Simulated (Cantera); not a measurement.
Input: 1 mol CF4, 0.013 mol F2, 0.88 mol H2, at 3.70 mbar.

These are equilibrium values from Cantera (NASA tables, ideal gas, pure condensed phases), not measurements of a reactor. Candidate condensed phases: C, C6H6, C7H8, C8H18; 95 gas species. Gases not in the tables: C2F6 and larger saturated fluorocarbons. Kinetics and transport are ignored. All values below are at 702 °C.

Base state: HF 0.757, CF4 0.243 (mole fractions); condensed: C(graphite).

Problem. What changes in the equilibrium state with this change: CF4 replaced by CH3F?

Solution. 
```json
[
 {"species": "H2", "before": "<1e-9", "after": "0.645"},
 {"species": "HF", "before": "0.757", "after": "0.355"},
 {"species": "CH4", "before": "<1e-9", "after": "0.000193"},
 {"species": "CF4", "before": "0.243", "after": "<1e-9"},
 {"species": "C(graphite), mol", "before": "0.433", "after": "0.999"}
]
```
